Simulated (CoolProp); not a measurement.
A single-stage vapour-compression cycle with hydrogen sulfide: evaporating at 197.15 K (dew point), condensing at 237.15 K (bubble point), superheat 5 K, subcooling 0 K, compressor efficiency 0.7, no pressure losses. Each further row changes one setting.

Model: reference Helmholtz-energy equation of state, Lemmon 2006, in CoolProp. It is a short technical equation, of lower accuracy than the large ones.

| case | cooling COP | pressure ratio | discharge temperature (K) | refrigerating effect (kJ/kg) | volumetric capacity (kJ/m³) |
|---|---|---|---|---|---|
| as stated | 2.79 | 7.10 | 378.6 | 489 | 427 |
| evaporating temperature 202.15 K | 3.37 | 5.30 | 355.3 | 494 | 565 |
| condensing temperature 232.15 K | 3.26 | 5.79 | 356.6 | 499 | 435 |
| subcooling 5 K | 2.85 | 7.10 | 378.6 | 499 | 435 |
| superheat 15 K | 2.71 | 7.10 | 396.6 | 499 | 414 |
| compressor efficiency 0.6 | 2.39 | 7.10 | 406.4 | 489 | 427 |
